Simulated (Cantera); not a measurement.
Charge: 1 mol CH2F2, a varied amount of Si, held at 1148 K and 0.570 bar.

Method: chemical equilibrium by Gibbs-energy minimisation in Cantera with the NASA 1993 tables (ideal gas, pure condensed phases). Candidate condensed phases: C, C6H6, C7H8, C8H18, Si, SiC; 113 gas species. Mutual solubility and eutectic melting of coexisting phases are not modelled. Kinetics and transport are ignored.

**Question.** What share of the Si ends up in condensed phases as a function of n(Si) (mol), at 0.23, 0.29, 0.37, 0.46, 0.58, 0.72, 0.9, 1.1, 1.4, 1.8?

**Answer.** 
```tsv
n(Si) (mol)	Si condensed (%)	as
0.23	0.0	-
0.29	0.0	-
0.37	0.0	-
0.46	0.0	-
0.58	13.4	SiC(s)
0.72	30.2	SiC(s)
0.9	44.2	SiC(s)
1.1	54.3	SiC(s)
1.4	64.1	SiC(s)
1.8	71.4	Si(s) + SiC(s)
```
